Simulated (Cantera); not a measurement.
A closed system holds: 1 mol Ta, 1 mol CO2, 4.4 mol CH4, held at 2598 K.

Cantera equilibrium calculation (NASA polynomials, part measured and part estimated; ideal gas, pure solids and liquids). Candidate condensed phases: C, C6H6, C7H8, C8H18, H2O, Ta, TaC, Ta2O5; 113 gas species. TaC: taken at fixed stoichiometry. Condensed phases not in the tables: Ta2C. Kinetics and transport are ignored.

Problem. At 0.400 bar, list the 6 most abundant gas species with their mole fractions, and the condensed phases.

Solution. H2 0.755, CO 0.180, H 0.0523, C2H2 (acetylene) 0.0121, C4H2 8.10e-5, C2H 7.38e-5. Condensed: C(graphite) + TaC(s).
